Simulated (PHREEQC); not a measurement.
Make-up at 92 °C: 0.0089 mol/kgw AgF, 0.076 mol/kgw KNO3 and 0.00093 mol/kgw Zn(NO3)2. Closed to the air; pH follows from the charge balance.

The numbers come from PHREEQC with the ion-association model, wateq4f.dat.

Precipitation was switched off in this run.

Problem. Order these Zn species by the share of Zn that they hold, largest first: Zn+2, ZnOH+, ZnF+.

Solution. Zn+2 (89 %), ZnF+ (7.9 %), ZnOH+ (3.5 %)

The pH is 6.07 and the ionic strength 0.0872 mol/kgw. The solution is supersaturated, for example in Zincite(c) (slow to form), so a real one may precipitate; this is no full list. At this temperature some constants are extrapolated from 25 °C, and those without enthalpy data are left unchanged.
